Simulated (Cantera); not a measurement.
Adiabatic ignition

An adiabatic, constant-pressure homogeneous reactor starts with 7.12 % CH₄, 1.78 % CO, 19.2 % O₂, 71.9 % N₂, equivalence ratio 0.79, at 1500 K and 1.00 bar.

Computed with Cantera and GRI-Mech 3.0 (53 species, 325 reactions).

```json
[
 {"t (s)": "3.00e-6", "T (K)": "1500", "x CH₄": "0.0712", "x CO": "0.0178", "x O₂": "0.192", "x HCN": "<1e-12", "x OH": "1.13e-8"},
 {"t (s)": "8.42e-6", "T (K)": "1500", "x CH₄": "0.0712", "x CO": "0.0178", "x O₂": "0.192", "x HCN": "<1e-12", "x OH": "1.56e-8"},
 {"t (s)": "2.36e-5", "T (K)": "1500", "x CH₄": "0.0712", "x CO": "0.0178", "x O₂": "0.192", "x HCN": "<1e-12", "x OH": "2.85e-8"},
 {"t (s)": "6.62e-5", "T (K)": "1500", "x CH₄": "0.0712", "x CO": "0.0178", "x O₂": "0.192", "x HCN": "<1e-12", "x OH": "7.10e-8"},
 {"t (s)": "0.000186", "T (K)": "1500", "x CH₄": "0.0711", "x CO": "0.0178", "x O₂": "0.192", "x HCN": "<1e-12", "x OH": "2.50e-7"},
 {"t (s)": "0.000521", "T (K)": "1503", "x CH₄": "0.0702", "x CO": "0.0178", "x O₂": "0.191", "x HCN": "<1e-12", "x OH": "1.55e-6"},
 {"t (s)": "0.00146", "T (K)": "2646", "x CH₄": "<1e-12", "x CO": "0.0261", "x O₂": "0.0485", "x HCN": "5.51e-11", "x OH": "0.0187"},
 {"t (s)": "0.00410", "T (K)": "2663", "x CH₄": "<1e-12", "x CO": "0.0247", "x O₂": "0.0449", "x HCN": "1.55e-10", "x OH": "0.0175"},
 {"t (s)": "0.0115", "T (K)": "2657", "x CH₄": "<1e-12", "x CO": "0.0246", "x O₂": "0.0429", "x HCN": "2.11e-10", "x OH": "0.0171"},
 {"t (s)": "0.0323", "T (K)": "2657", "x CH₄": "<1e-12", "x CO": "0.0246", "x O₂": "0.0427", "x HCN": "2.15e-10", "x OH": "0.0171"},
 {"t (s)": "0.0906", "T (K)": "2657", "x CH₄": "<1e-12", "x CO": "0.0246", "x O₂": "0.0427", "x HCN": "2.15e-10", "x OH": "0.0171"},
 {"t (s)": "0.254", "T (K)": "2657", "x CH₄": "<1e-12", "x CO": "0.0246", "x O₂": "0.0427", "x HCN": "2.15e-10", "x OH": "0.0171"},
 {"t (s)": "0.713", "T (K)": "2657", "x CH₄": "<1e-12", "x CO": "0.0246", "x O₂": "0.0427", "x HCN": "2.15e-10", "x OH": "0.0171"},
 {"t (s)": "2.00", "T (K)": "2657", "x CH₄": "<1e-12", "x CO": "0.0246", "x O₂": "0.0427", "x HCN": "2.15e-10", "x OH": "0.0171"}
]
```
x: mole fraction; the columns are a selection and need not sum to one.

```yaml
time_of_steepest_temperature_rise: 1.08 ms
temperature at 2.00 s: 2657 K
equilibrium_temperature: 2657 K
x(CH₄) at 2.00 s: <1e-12 (gas-phase equilibrium <1e-12)
x(CO) at 2.00 s: 0.0246 (gas-phase equilibrium 0.0246)
x(O₂) at 2.00 s: 0.0427 (gas-phase equilibrium 0.0427)
```
